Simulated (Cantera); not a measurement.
A diamond (100) surface in a fixed gas of H2 with x(CH4) = 0.0079, x(H) = 0.0044, x(CH3) = 8.1e-05, at 1200 K; coverages are run to steady state.

Detailed kinetics in Cantera: the Harris–Goodwin 1993 mechanism for the reconstructed diamond (100) surface.

θ: site fractions in the mechanism's names (c6HH fully hydrogenated, c6H* and c6*H radical sites, c6** diradical, c6HM methylated).

| P (Pa) | growth (µm/h) | θ c6HH | θ c6H* | θ c6*H | θ c6** | θ c6HM |
|---|---|---|---|---|---|---|
| 490 | ? | 0.443 | 0.0382 | 0.489 | 0.0289 | 0.000146 |
| 930 | ? | 0.443 | 0.0382 | 0.489 | 0.0288 | 0.000270 |
| 1800 | ? | 0.443 | 0.0382 | 0.489 | 0.0288 | 0.000496 |
| 3300 | ? | 0.443 | 0.0382 | 0.489 | 0.0288 | 0.000836 |
| 6300 | ? | 0.442 | 0.0382 | 0.488 | 0.0288 | 0.00137 |
| 12000 | ? | 0.442 | 0.0382 | 0.488 | 0.0288 | 0.00206 |
| 23000 | ? | 0.441 | 0.0383 | 0.487 | 0.0288 | 0.00280 |
| 43000 | ? | 0.441 | 0.0384 | 0.486 | 0.0288 | 0.00343 |

Problem. Complete the blanks.

Solution. 
- 490, growth (µm/h): 0.0403
- 930, growth (µm/h): 0.0970
- 1800, growth (µm/h): 0.258
- 3300, growth (µm/h): 0.666
- 6300, growth (µm/h): 1.85
- 12000, growth (µm/h): 4.94
- 23000, growth (µm/h): 12.4
- 43000, growth (µm/h): 27.8
